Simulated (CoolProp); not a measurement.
Saturation properties of ethanol.

Model: reference Helmholtz-energy equation of state, Schroeder 2014, in CoolProp.

```tsv
T (°C)	p (MPa)	liquid density (kg/m³)	vapour Z	liquid viscosity (µPa s)	vapour viscosity (µPa s)	liquid conductivity (mW/(m K))
109.75	0.3101	703.0	0.9325	285	11.3	149
113.55	0.3501	698.6	0.9271	271	(withheld)	149
117.45	0.3953	693.9	0.9211	257	11.5	148
121.35	0.4451	689.1	0.9149	245	11.7	148
125.25	0.4998	(withheld)	0.9084	233	11.8	147
129.15	0.5597	(withheld)	0.9015	221	11.9	146
133.05	0.6251	673.9	0.8944	211	12.0	146
136.85	0.6945	(withheld)	0.8870	201	12.1	145
140.75	0.7719	663.2	0.8792	191	12.2	144
144.65	0.8559	657.5	(withheld)	182	12.4	144
148.55	0.9469	651.6	(withheld)	(withheld)	12.5	143
152.45	1.045	645.6	0.8535	165	12.6	142
156.25	1.148	639.6	0.8444	157	12.8	142
160.15	1.262	633.2	0.8347	150	12.9	141
```

Problem. What belongs in the gaps?

Solution. 
- 113.55, vapour viscosity (µPa s): 11.4
- 125.25, liquid density (kg/m³): 684.2
- 129.15, liquid density (kg/m³): 679.1
- 136.85, liquid density (kg/m³): 668.7
- 144.65, vapour Z: 0.8710
- 148.55, vapour Z: 0.8624
- 148.55, liquid viscosity (µPa s): 173

It boils at 78.4 °C under 1 atm.

Viscosity comes from a separate model (Kiselev 2005). Thermal conductivity comes from a separate model (Assael 2013).
